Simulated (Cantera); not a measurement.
Charge: 1 mol AlN, 5.1 mol F₂, 0.21 mol O₂, held at 4.30 Pa.

Method: chemical equilibrium by Gibbs-energy minimisation in Cantera with the NASA 1993 tables (ideal gas, pure condensed phases). Candidate condensed phases: Al, AlF₃, AlN, Al₂O₃; 30 gas species. The tables' values for AlF₂ are old estimates; treat these amounts as uncertain. Equilibrium is a limit: real reactors are often held back by kinetics, nucleation or transport.

log p: log10 of the partial pressure in bar; nothing condenses.

```json
[
 {"T (K)": "1048", "log p F": "-4.46", "log p AlF₃": "-5.32", "log p N₂": "-5.62", "log p AlF₂O": "-8.84", "log p O₂": "-5.99", "log p O": "-12.20"},
 {"T (K)": "1148", "log p F": "-4.46", "log p AlF₃": "-5.32", "log p N₂": "-5.62", "log p AlF₂O": "[?]", "log p O₂": "-6.00", "log p O": "[?]"},
 {"T (K)": "1248", "log p F": "-4.46", "log p AlF₃": "-5.32", "log p N₂": "-5.62", "log p AlF₂O": "-7.37", "log p O₂": "-6.00", "log p O": "-10.18"},
 {"T (K)": "1348", "log p F": "-4.46", "log p AlF₃": "-5.33", "log p N₂": "-5.62", "log p AlF₂O": "-6.82", "log p O₂": "-6.03", "log p O": "-9.40"},
 {"T (K)": "1448", "log p F": "-4.46", "log p AlF₃": "-5.36", "log p N₂": "-5.62", "log p AlF₂O": "-6.38", "log p O₂": "-6.10", "log p O": "-8.76"},
 {"T (K)": "1548", "log p F": "-4.45", "log p AlF₃": "-5.41", "log p N₂": "-5.62", "log p AlF₂O": "-6.07", "log p O₂": "-6.24", "log p O": "-8.24"},
 {"T (K)": "1648", "log p F": "-4.45", "log p AlF₃": "-5.46", "log p N₂": "-5.62", "log p AlF₂O": "[?]", "log p O₂": "[?]", "log p O": "[?]"},
 {"T (K)": "1748", "log p F": "-4.45", "log p AlF₃": "-5.51", "log p N₂": "-5.63", "log p AlF₂O": "-5.78", "log p O₂": "-6.85", "log p O": "-7.56"},
 {"T (K)": "1848", "log p F": "-4.45", "log p AlF₃": "-5.54", "log p N₂": "-5.63", "log p AlF₂O": "-5.73", "log p O₂": "-7.32", "log p O": "-7.38"},
 {"T (K)": "1948", "log p F": "-4.45", "log p AlF₃": "-5.55", "log p N₂": "-5.63", "log p AlF₂O": "-5.72", "log p O₂": "-7.82", "log p O": "-7.26"}
]
```

Question: Some entries are withheld; supply them.

Answer: 
- 1148, log p AlF₂O: -8.04
- 1148, log p O: -11.10
- 1648, log p AlF₂O: -5.88
- 1648, log p O₂: -6.49
- 1648, log p O: -7.84
